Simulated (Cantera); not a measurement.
Cantera run:

```python
import numpy as np
import cantera as ct

gas_names = """
    H HO2 H2 H2O H2O2 O OH O2 O3 V VO VO2
""".split()
cond_names = """
    H2O(s) H2O(L) V(cr) V(L) VO(s) VO(L) V2O3(s) V2O3(L) V2O4(I) V2O4(II) V2O4(L) V2O5(s) V2O5(L)
""".split()


def load(file, names, dense=False):
    # The tables refer to 1 bar. Condensed volumes are neglected.
    table = {s.name: s for s in ct.Species.list_from_file(file)}
    out = []
    for n in names:
        d = dict(table[n].input_data)
        d["thermo"] = dict(d["thermo"], **{"reference-pressure": 1e5})
        if dense:
            d["equation-of-state"] = {"model": "constant-volume", "density": "1e6 g/cm^3"}
        out.append(ct.Species.from_dict(d))
    return out


gas = ct.Solution(thermo="ideal-gas", species=load("nasa_gas.yaml", gas_names))
cond = {s.name: ct.Solution(thermo="fixed-stoichiometry", species=[s], name=s.name)
        for s in load("nasa_condensed.yaml", cond_names, dense=True)}
atoms = {
    'V2O5': {'V': 2, 'O': 5},
    'H2': {'H': 2},
}
top_T = {}  # K; cautious upper limits of use, not melting points


def equilibrate(T, P, feed):
    n = {}
    for name, mol in feed.items():
        for a, k in atoms[name].items():
            n[a] = n.get(a, 0.0) + k * mol
    gas.TPX = T, P, n
    mass = sum(n.values()) * gas.mean_molecular_weight
    gas.equilibrate("TP")
    valid = [c for c in cond.values() if c.min_temp <= T <= top_T.get(c.name, c.max_temp)]
    mix = ct.Mixture([(gas, mass / gas.mean_molecular_weight)] + [(c, 0.0) for c in valid])
    mix.T, mix.P = T, P
    mix.equilibrate("TP", solver="vcs", rtol=1e-11, max_steps=5000)
    return mix


results = []
feed = {'V2O5': 1, 'H2': 0.45}  # mol
T = 1700  # K
P = 1600  # Pa
mix = equilibrate(T, P, feed)
results.append((T, P, feed, dict(zip(mix.species_names, mix.species_moles))))
x = sorted(zip(gas.X, gas.species_names), reverse=True)
print(f"T = {T:g} K  P = {P:g} Pa  gas = {mix.phase_moles(0):.4g} mol")
print("   x: " + "  ".join(f"{s} {v:.3e}" for v, s in x if v > 0.001))
print("   condensed (mol): " + ("  ".join(f"{mix.phase(i).name} {mix.phase_moles(i):.4g}"
      for i in range(1, mix.n_phases) if mix.phase_moles(i) > 1e-12) or "none"))
```

Result:

```
T = 1700 K  P = 1600 Pa  gas = 0.726 mol
   x: H2O 6.182e-01  O2 3.780e-01  OH 2.944e-03
   condensed (mol): V2O4(II) 0.9999
```

Cantera equilibrium calculation (NASA polynomials, part measured and part estimated; ideal gas, pure solids and liquids). Condensed phases not in the tables: the oxides between V2O3 and V2O5 other than VO2.
